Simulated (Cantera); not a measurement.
A freely propagating, adiabatic, planar premixed flame of CH₄ : O₂ : N₂ = 1 : 1.43 : 5.37 (molar parts), equivalence ratio 1.4, unburnt at 600 K and 7.90 bar; mixture-averaged transport, grid criteria slope 0.08 and curve 0.16, no radiation.

Cantera simulation using GRI-Mech 3.0 (53 species, 325 reactions); the numbers are that mechanism's predictions, not measurements. Burning velocities carry a grid error of a few per cent, more on coarse grids.

x: mole fraction of selected species; z is measured from the peak of heat release.

| z (mm) | T (K) | u (m/s) | x CH₄ | x O₂ | x H₂ | x CH₂O | x H | x OH |
|---|---|---|---|---|---|---|---|---|
| -0.408 | 601 | 0.307 | 0.128 | 0.183 | 0.00361 | 5.91e-7 | <1e-8 | <1e-8 |
| -0.272 | 610 | 0.314 | 0.126 | 0.181 | 0.00876 | 8.10e-6 | <1e-8 | <1e-8 |
| -0.204 | 639 | 0.330 | 0.123 | 0.178 | 0.0143 | 4.20e-5 | <1e-8 | <1e-8 |
| -0.136 | 769 | 0.403 | 0.112 | 0.166 | 0.0233 | 0.000281 | <1e-8 | 2.22e-8 |
| -0.0680 | 1225 | 0.655 | 0.0754 | 0.119 | 0.0356 | 0.00133 | 5.78e-6 | 3.32e-6 |
| -0.0340 | 1607 | 0.869 | 0.0435 | 0.0746 | 0.0421 | 0.00124 | 7.96e-5 | 3.93e-5 |
| 0 | 1951 | 1.07 | 0.0157 | 0.0303 | 0.0472 | 0.000409 | 0.000518 | 0.000254 |
| 0.0340 | 2118 | 1.16 | 0.00502 | 0.00895 | 0.0500 | 0.000122 | 0.000947 | 0.000471 |
| 0.0680 | 2173 | 1.19 | ___ | ___ | 0.0523 | ___ | 0.000926 | 0.000450 |
| 0.136 | 2198 | 1.20 | 0.00116 | 0.000379 | 0.0554 | 1.44e-5 | 0.000670 | 0.000309 |
| 0.272 | 2203 | 1.21 | ___ | ___ | 0.0583 | ___ | 0.000506 | ___ |
| 0.544 | 2202 | 1.21 | 0.000219 | 1.48e-6 | 0.0601 | 1.63e-6 | 0.000478 | 0.000201 |
| 1.09 | 2200 | 1.21 | 3.48e-5 | 1.37e-6 | 0.0610 | 2.65e-7 | 0.000485 | 0.000200 |

Problem. Fill in the missing entries.

Solution. 
- 0.0680, x CH₄: 0.00238
- 0.0680, x O₂: 0.00270
- 0.0680, x CH₂O: 4.74e-5
- 0.272, x CH₄: 0.000582
- 0.272, x O₂: 1.92e-5
- 0.272, x CH₂O: 4.87e-6
- 0.272, x OH: 0.000221
